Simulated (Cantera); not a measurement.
A closed system holds: 1 mol TEOS, 26 mol NO, at 752 °C and 100 Torr.

Cantera equilibrium calculation (NASA polynomials, part measured and part estimated; ideal gas, pure solids and liquids). Candidate condensed phases: C, C6H6, C7H8, C8H18, H2O, Si, SiC, SiO2, Si2N2O, Si3N4; 151 gas species. The feed counts by its element totals alone. The numbers say what is thermodynamically allowed, not how fast it happens.

Base state: N2 0.406, H2O 0.312, CO2 0.250, O2 0.0312, NO 1.13e-5 (mole fractions); condensed: SiO2(β-quartz).

What changes in the equilibrium state with this change: temperature from 752 °C to 1602 °C?


```
species                before     after
--------------------  -------  --------
N2                      0.406     0.405
H2O                     0.312     0.310
CO2                     0.250     0.248
OH                    3.36e-7   0.00193
O2                     0.0312    0.0310
CO                      <1e-9   0.00167
H2                      <1e-9  0.000509
O                       <1e-9  0.000116
SiO2(β-quartz), mol      1.00         0
SiO2(condensed), mol        0     1.000
```
The tables hold silica as quartz up to 1696 K and as liquid above; real silica turns to tridymite and cristobalite and melts near 1996 K. Gases not in the tables: Si(OH)4.

What changes in the equilibrium state with this change: NO from 26 to 1.8 mol?


| species | before | after |
|---|---|---|
| H2 | <1e-9 | 0.674 |
| CO | <1e-9 | 0.250 |
| N2 | 0.406 | 0.0620 |
| H2O | 0.312 | 0.00597 |
| O2 | 0.0312 | <1e-9 |
| CO2 | 0.250 | 0.00287 |
| CH4 | <1e-9 | 0.00446 |
| NO | 1.13e-5 | <1e-9 |
| SiO2(β-quartz), mol | 1.00 | 1.00 |
| C(graphite), mol | 0 | 4.26 |
